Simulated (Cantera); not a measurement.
Input: 1 mol trisilylamine, a varied amount of N2, 0.4 mol H2, held at 1400 K and 2800 Pa.

Equilibrium computed with Cantera from the NASA thermochemical tables; the gas is ideal and each condensed phase is pure. Candidate condensed phases: Si, Si3N4; 18 gas species. The feed counts by its element totals alone. Mutual solubility and eutectic melting of coexisting phases are not modelled. Kinetics and transport are ignored.

x: gas mole fraction; n: condensed amount in mol.

```csv
n(N2) (mol),x H2,x N2,x H,x NH3,x SiH2,x Si,n Si(s),n Si3N4(s)
0.53,1.000,0.000205,2.91e-5,3.43e-8,3.77e-7,2.94e-8,1.46,0.514
0.69,1.000,0.000205,2.91e-5,3.43e-8,3.77e-7,2.94e-8,1.22,0.594
0.9,1.000,0.000205,2.91e-5,3.43e-8,3.77e-7,2.94e-8,0.902,0.699
1.2,1.000,0.000205,2.91e-5,3.43e-8,3.77e-7,2.94e-8,0.452,0.849
1.6,0.980,0.0200,2.88e-5,3.29e-7,1.74e-8,1.39e-9,0,1.00
2,0.907,0.0926,2.77e-5,6.30e-7,5.80e-9,4.99e-10,0,1.00
2.7,0.803,0.197,2.61e-5,7.65e-7,3.11e-9,3.02e-10,0,1.00
3.5,0.710,0.290,2.45e-5,7.72e-7,2.12e-9,2.33e-10,0,1.00
4.6,0.612,0.387,2.27e-5,7.15e-7,1.51e-9,1.92e-10,0,1.00
6.1,0.516,0.484,…,6.17e-7,1.09e-9,1.66e-10,0,1.00
7.9,0.434,0.566,1.91e-5,5.15e-7,8.29e-10,1.49e-10,0,1.00
10,0.366,0.634,…,4.22e-7,6.48e-10,1.38e-10,0,1.00
14,0.282,0.718,…,3.03e-7,4.59e-10,1.27e-10,0,1.00
```

Problem. Fill in the missing entries.

Solution. 
- 6.1, x H: 2.09e-5
- 10, x H: 1.76e-5
- 14, x H: 1.54e-5
